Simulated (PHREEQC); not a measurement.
Dissolve 0.23 mol/kgw Cd(NO3)2, 0.0056 mol/kgw Pb(NO3)2, 0.00205 mol/kgw Fe(NO3)3 and 0.00011 mol/kgw AgF at 25 °C. Closed to the air; pH follows from the charge balance.

Model: ion-association model, wateq4f.dat, run in PHREEQC.

No solid was allowed to form.

Q: What pH, ionic strength does the model give?

A: pH 2.92; ionic strength 0.615 mol/kgw.

Q: In which forms is Cd present?

A: Cd+2 79 %, CdNO3+ 21 % of the Cd.

Examples of supersaturated solids here: Hematite (slow to form), Goethite (slow to form). Others may be too. Fluoro complexes past AlF4- and FeF3 are missing from the database.
